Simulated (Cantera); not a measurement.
A closed system holds: 1 mol Fe2O3, 0.33 mol SO2, 0.75 mol O2, held at 1173 K and 0.133 bar.

Cantera equilibrium calculation (NASA polynomials, part measured and part estimated; ideal gas, pure solids and liquids). Candidate condensed phases: Fe, FeO, FeS, FeSO4, FeS2, Fe2O3, Fe2(SO4)3, Fe3O4, S; 12 gas species. Equilibrium is a limit: real reactors are often held back by kinetics, nucleation or transport.

Base state: O2 0.690, SO2 0.282, SO3 0.0275 (mole fractions); condensed: Fe2O3(s).

What changes in the equilibrium state with this change: 0.19 mol CH4 added?


```csv
species,before,after
H2O,0,0.302
O2,0.690,0.286
SO2,0.282,0.246
CO2,0,0.151
SO3,0.0275,0.0155
"Fe2O3(s), mol",1.00,1.00
```
Further candidate phases: C, C6H6, C7H8, C8H18, Fe(CO)5, Fe(OH)2, Fe(OH)3, H2O, H2SO4.
